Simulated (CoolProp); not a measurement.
Values from CoolProp's reference Helmholtz-energy equation of state, Lemmon 2005. It is a short technical equation, of lower accuracy than the large ones.

For cis-2-butene, give the phase and the density (kg/m³), cv (kJ/(kg K)), isothermal compressibility (1/MPa) at 116.75 °C and 277 kPa; 153.55 °C and 18400 kPa.


- 116.75 °C and 277 kPa: gas; density 4.96, cv 1.66, isothermal compressibility 3.74
- 153.55 °C and 18400 kPa: liquid; density 499, cv 1.93, isothermal compressibility 0.00695
